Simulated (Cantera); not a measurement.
## CO2 + H2 + SO2 (abatement and gas-phase synthesis)

Feed: 1 mol CO2, a varied amount of H2, 0.045 mol SO2, at 2073 K and 69.8 Torr.

Equilibrium computed with Cantera from the NASA thermochemical tables; the gas is ideal and each condensed phase is pure. Candidate condensed phases: C, C6H6, C7H8, C8H18, H2O, H2SO4, S; 123 gas species. Equilibrium is a limit: real reactors are often held back by kinetics, nucleation or transport.

```json
[
 {"n(H2) (mol)": "0.21", "x CO2": "0.635", "x H2": "0.00820", "x H2O": "0.157", "x CO": "0.160", "x SO2": "0.0347"},
 {"n(H2) (mol)": "0.28", "x CO2": "0.557", "x H2": "0.0142", "x H2O": "0.195", "x CO": "0.197", "x SO2": "0.0325"},
 {"n(H2) (mol)": "0.37", "x CO2": "0.470", "x H2": "0.0243", "x H2O": "0.235", "x CO": "0.235", "x SO2": "0.0299"},
 {"n(H2) (mol)": "0.49", "x CO2": "0.376", "x H2": "0.0415", "x H2O": "0.276", "x CO": "0.274", "x SO2": "0.0268"},
 {"n(H2) (mol)": "0.64", "x CO2": "0.286", "x H2": "0.0683", "x H2O": "0.309", "x CO": "0.306", "x SO2": "0.0233"},
 {"n(H2) (mol)": "0.84", "x CO2": "0.203", "x H2": "0.111", "x H2O": "0.332", "x CO": "0.327", "x SO2": "0.0190"},
 {"n(H2) (mol)": "1.1", "x CO2": "0.136", "x H2": "0.170", "x H2O": "0.339", "x CO": "0.330", "x SO2": "0.0141"},
 {"n(H2) (mol)": "1.5", "x CO2": "0.0811", "x H2": "0.259", "x H2O": "0.326", "x CO": "0.312", "x SO2": "0.00836"},
 {"n(H2) (mol)": "1.9", "x CO2": "0.0534", "x H2": "0.337", "x H2O": "0.304", "x CO": "0.287", "x SO2": "0.00489"},
 {"n(H2) (mol)": "2.5", "x CO2": "0.0322", "x H2": "0.431", "x H2O": "0.269", "x CO": "0.250", "x SO2": "0.00236"}
]
```
x: gas mole fraction; nothing condenses.

From 0.21 mol H2 to 2.5 mol H2 nothing is condensed. The main C-bearing gas is CO2 at 0.21 mol H2 and CO at 2.5 mol H2.
